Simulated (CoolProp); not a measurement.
Sulfur dioxide along the isotherm 146.95 °C: Z from the reference equation and from simpler models built on Tc = 157.5 °C, pc = 7.887 MPa, ω = 0.256; each cubic takes its own stable root.

Computed with CoolProp (reference Helmholtz-energy equation of state, Gao 2016).

```csv
p (MPa),phase,reference
1.41,gas,0.9288
2.82,gas,0.8483
4.22,gas,0.7538
5.63,gas,0.6288
7.04,liquid,0.1537
8.45,liquid,0.1737
9.86,liquid,0.1956
11.3,liquid,0.2182
12.7,liquid,0.2403
14.1,liquid,0.2622
15.5,liquid,0.2840
16.9,liquid,0.3057
18.3,liquid,0.3271
19.7,liquid,0.3485
```

Q: How far does each simpler model (Redlich-Kwong, Soave-Redlich-Kwong) lie from the reference over these 14 states: mean and median of the absolute difference, and the worst?

A: 
- Redlich-Kwong: mean 15.3 %, median 17.5 %, worst +31.8 % at 146.95 °C and 7.04 MPa
- Soave-Redlich-Kwong: mean 13.7 %, median 16.3 %, worst +25.4 % at 146.95 °C and 7.04 MPa
